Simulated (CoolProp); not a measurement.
Properties of n-decane along the isobar 2460 kPa (Tc = 344.5 °C, pc = 2101 kPa, ω = 0.488).

Model: reference Helmholtz-energy equation of state, Lemmon 2006, in CoolProp. It is a short technical equation, of lower accuracy than the large ones.

| T (°C) | phase | cp (kJ/(kg K)) | expansivity (1/kK) |
|---|---|---|---|
| 284.35 | liquid | 3.315 | 2.857 |
| 292.15 | liquid | 3.365 | 3.132 |
| 299.95 | liquid | 3.421 | 3.480 |
| 307.75 | liquid | 3.485 | 3.931 |
| 315.55 | liquid | 3.561 | 4.542 |
| 323.35 | liquid | 3.658 | 5.418 |
| 331.25 | liquid | 3.796 | 6.811 |
| 339.05 | liquid | 4.019 | 9.326 |
| 346.85 | supercritical | 4.528 | 15.63 |
